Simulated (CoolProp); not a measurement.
Vapour-liquid equilibrium of ethanol (1) + toluene (2) at 376 K; x and y are mole fractions of (1).

The numbers come from the multi-fluid Helmholtz-energy mixture model, Schroeder 2014 and Lemmon 2006; pair parameters Bell 2016 in CoolProp.

```tsv
x	bubble pressure (MPa)	y at the bubble point	dew pressure at overall composition x (MPa)	liquid density (mol/L)
0.05	0.1246	___	0.08496	8.704
0.125	0.1689	0.555	0.09190	8.968
0.2	0.1958	0.632	0.1000	9.259
0.275	0.2121	___	0.1097	9.581
0.35	0.2223	0.697	0.1213	9.939
0.425	___	0.715	0.1354	10.34
0.5	0.2341	0.731	0.1531	10.78
0.575	0.2384	0.747	0.1753	11.28
0.65	0.2424	___	0.2030	11.83
0.725	0.2461	0.794	0.2322	12.45
0.8	0.2489	0.829	0.2467	13.14
0.875	0.2503	___	0.2503	13.92
0.95	0.2494	0.944	0.2492	14.79
```

Fill in the missing entries.


- 0.05, y at the bubble point: 0.369
- 0.275, y at the bubble point: 0.672
- 0.425, bubble pressure (MPa): 0.2290
- 0.65, y at the bubble point: 0.768
- 0.875, y at the bubble point: 0.878

y crosses x between x = 0.875 and 0.95: the model has an azeotrope there.

Pair parameters are fitted to limited data, so mixtures are less certain than the pure fluids. With so large a gap from Raoult's law the liquid may split in two, which this calculation doesn't test in full.
